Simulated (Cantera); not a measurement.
A freely propagating, adiabatic, planar premixed flame of CO : H₂ : O₂ : N₂ = 1 : 0.11 : 0.37 : 1.39 (molar parts), unburnt at 450 K and 200000 Pa; mixture-averaged transport, grid criteria slope 0.08 and curve 0.16, no radiation.

Detailed kinetics in Cantera: GRI-Mech 3.0 (53 species, 325 reactions). Burning velocities carry a grid error of a few per cent, more on coarse grids.

x: mole fraction of selected species; z is measured from the peak of heat release.

```csv
z (mm),T (K),u (m/s),x CO,x H₂,x O₂,x H₂O₂,x NO₂,x O
-0.818,450,1.31,0.348,0.0383,0.129,<1e-8,<1e-8,<1e-8
-0.545,450,1.31,0.348,0.0382,0.129,<1e-8,<1e-8,<1e-8
-0.409,450,1.31,0.349,0.0381,0.129,<1e-8,<1e-8,<1e-8
-0.273,450,1.31,0.349,0.0374,0.129,1.69e-7,<1e-8,<1e-8
-0.136,466,1.35,0.350,0.0334,0.129,1.42e-5,<1e-8,4.09e-7
-0.0681,672,1.94,0.342,0.0261,0.123,7.57e-5,1.02e-8,7.89e-5
0,1152,3.26,0.307,0.0144,0.0957,1.17e-5,<1e-8,0.00323
0.0681,1502,4.15,0.255,0.00597,0.0585,1.43e-6,<1e-8,0.0108
0.136,1701,4.61,0.217,0.00459,0.0371,6.11e-7,<1e-8,0.0133
0.273,[?],5.04,0.189,0.00508,[?],[?],[?],[?]
0.545,2064,5.42,0.179,0.00501,0.0182,1.46e-7,1.73e-8,0.00735
1.09,2207,5.74,0.169,0.00458,0.0129,8.09e-8,2.30e-8,0.00428
2.18,2317,5.98,0.160,0.00416,0.00801,4.76e-8,3.03e-8,0.00226
```

Task: Fill in the missing entries.

Result: 
- 0.273, T (K): 1896
- 0.273, x O₂: 0.0241
- 0.273, x H₂O₂: 2.84e-7
- 0.273, x NO₂: 1.27e-8
- 0.273, x O: 0.0111
